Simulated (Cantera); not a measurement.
What does this Cantera script print?

```python
import numpy as np
import cantera as ct

gas_names = """
    H H2 Pb Pb2
""".split()
cond_names = """
    Pb(cr) Pb(L)
""".split()


# ... load() reads the species with a 1 bar reference pressure and builds the phases ...
atoms = {
    'Pb': {'Pb': 1},
    'H2': {'H': 2},
}
top_T = {}  # K; cautious upper limits of use, not melting points


# ... equilibrate(T, P, feed) seeds the gas with the atoms and calls Mixture.equilibrate('TP', solver="vcs", rtol=1e-11, max_steps=5000) ...
results = []
feed = {'Pb': 1, 'H2': 0.73}  # mol
T = 1075  # K
P = 133.322  # Pa
mix = equilibrate(T, P, feed)
results.append((T, P, feed, dict(zip(mix.species_names, mix.species_moles))))
print(gas.report(threshold=0.001))
for i in range(1, mix.n_phases):
    print(f"{mix.phase(i).name:16s} {mix.phase_moles(i):12.5e} mol")
```

It prints:

```
       temperature   1075 K
          pressure   133.32 Pa
           density   0.0002044 kg/m^3
  mean mol. weight   13.704 kg/kmol
   phase of matter   gas

                          1 kg             1 kmol
                     ---------------   ---------------
          enthalpy        2.4587e+06        3.3693e+07  J
   internal energy        1.8065e+06        2.4755e+07  J
           entropy             16580         2.272e+05  J/K
    Gibbs function       -1.5365e+07       -2.1055e+08  J
 heat capacity c_p            2186.4             29961  J/K
 heat capacity c_v            1579.6             21646  J/K

                      mass frac. Y      mole frac. X     chem. pot. / RT
                     ---------------   ---------------   ---------------
                H2           0.13874           0.94304           -24.367
                Pb           0.86125           0.05696           -10.139
     [   +2 minor]        1.5369e-05        8.9757e-07

Pb(L)             9.55907e-01 mol
```

Cantera equilibrium calculation (NASA polynomials, part measured and part estimated; ideal gas, pure solids and liquids).
